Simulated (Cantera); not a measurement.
A perfectly stirred reactor is fed with NH3 : H2 = 1 : 0.11 (molar parts), at 128 Torr; it is held at 1750 K, and followed from long to short residence time.

Model: the gas-phase N/H chemistry of the illustrative SiF4/NH3 mechanism in the Surface Chemkin manual (1991), integrated in Cantera. Walls and surfaces, which speed up NH3 decomposition in real reactors, are not modelled.

What does this change do: pressure from 128 Torr to 10.00 Torr?


```tsv
quantity	before	after
x(NH3) at τ = 4.80 s	0.320	0.655
x(H2) at τ = 4.80 s	0.527	0.280
x(NH2) at τ = 4.80 s	0.000161	0.000371
x(N2) at τ = 4.80 s	0.153	0.0646
x(H) at τ = 4.80 s	0.000102	6.12e-5
x(NH3) at τ = 74.0 ms	0.874	0.897
x(H2) at τ = 74.0 ms	0.118	0.102
x(NH2) at τ = 74.0 ms	0.000309	0.000384
x(N2) at τ = 74.0 ms	0.00686	0.000861
x(H) at τ = 74.0 ms	1.62e-5	1.69e-5
```

What does this change do: H2 0.11 to 0.45 parts?


```tsv
quantity	before	after
x(NH3) at τ = 4.80 s	0.320	0.271
x(H2) at τ = 4.80 s	0.527	0.605
x(NH2) at τ = 4.80 s	0.000161	0.000143
x(N2) at τ = 4.80 s	0.153	0.124
x(H) at τ = 4.80 s	0.000102	0.000122
x(NH3) at τ = 74.0 ms	0.874	0.672
x(H2) at τ = 74.0 ms	0.118	0.322
x(NH2) at τ = 74.0 ms	0.000309	0.000255
x(N2) at τ = 74.0 ms	0.00686	0.00506
x(H) at τ = 74.0 ms	1.62e-5	4.71e-5
```

What does this change do: pressure from 128 Torr to 97.5 Torr?


| quantity | before | after |
|---|---|---|
| x(NH3) at τ = 4.80 s | 0.320 | 0.358 |
| x(H2) at τ = 4.80 s | 0.527 | 0.499 |
| x(NH2) at τ = 4.80 s | 0.000161 | 0.000179 |
| x(N2) at τ = 4.80 s | 0.153 | 0.143 |
| x(H) at τ = 4.80 s | 0.000102 | 9.57e-5 |
| x(NH3) at τ = 74.0 ms | 0.874 | 0.879 |
| x(H2) at τ = 74.0 ms | 0.118 | 0.115 |
| x(NH2) at τ = 74.0 ms | 0.000309 | 0.000320 |
| x(N2) at τ = 74.0 ms | 0.00686 | 0.00563 |
| x(H) at τ = 74.0 ms | 1.62e-5 | 1.61e-5 |
